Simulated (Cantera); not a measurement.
**Thermodynamics of fluorocarbon and chlorocarbon gases, feed c-C₄F₈ + HCl**

Charge: 1 mol c-C₄F₈, 0.081 mol HCl, equilibrated at 0.133 bar.

Method: chemical equilibrium by Gibbs-energy minimisation in Cantera with the NASA 1993 tables (ideal gas, pure condensed phases). Candidate condensed phases: C, C₆H₆, C₇H₈, C₈H₁₈; 118 gas species. The feed counts by its element totals alone. The tables' values for C₂F₄ are old estimates; treat these amounts as uncertain. Gases not in the tables: C₂F₆ and larger saturated fluorocarbons. Kinetics and transport are ignored.

From 1650 K to 2550 K the condensed part is C(graphite). The main C-bearing gas is CF₄ at 1650 K and CF₂ at 2550 K.

| T (K) | x CF₄ | x CF₂ | x F | x HF | x Cl | x CF₃ | x CF | x CClF₃ | n C(graphite) |
|---|---|---|---|---|---|---|---|---|---|
| 1650 | 0.927 | 0.000860 | 8.82e-5 | 0.0371 | 0.0247 | 0.000256 | 4.94e-8 | 0.00479 | 2.02 |
| 1750 | 0.923 | 0.00273 | 0.000330 | 0.0374 | 0.0300 | 0.000653 | 3.70e-7 | 0.00336 | 2.02 |
| 1850 | 0.916 | 0.00761 | 0.00107 | 0.0374 | 0.0332 | 0.00150 | 2.22e-6 | 0.00227 | 2.01 |
| 1950 | 0.901 | 0.0189 | 0.00306 | 0.0372 | 0.0348 | 0.00314 | 1.10e-5 | 0.00151 | 2.00 |
| 2050 | 0.870 | 0.0426 | 0.00787 | 0.0367 | 0.0352 | 0.00602 | 4.65e-5 | 0.00100 | 1.97 |
| 2150 | 0.813 | 0.0872 | 0.0184 | 0.0355 | 0.0346 | 0.0105 | 0.000170 | 0.000653 | 1.92 |
| 2250 | 0.715 | 0.161 | 0.0392 | 0.0335 | 0.0329 | 0.0167 | 0.000541 | 0.000407 | 1.84 |
| 2350 | 0.570 | 0.268 | 0.0762 | 0.0303 | 0.0299 | 0.0234 | 0.00152 | 0.000232 | 1.69 |
| 2450 | 0.390 | 0.391 | 0.134 | 0.0262 | 0.0260 | 0.0281 | 0.00375 | 0.000115 | 1.49 |
| 2550 | 0.216 | 0.491 | 0.214 | 0.0220 | 0.0219 | 0.0277 | 0.00811 | 4.80e-5 | 1.26 |
x: gas mole fraction; n: condensed amount in mol.
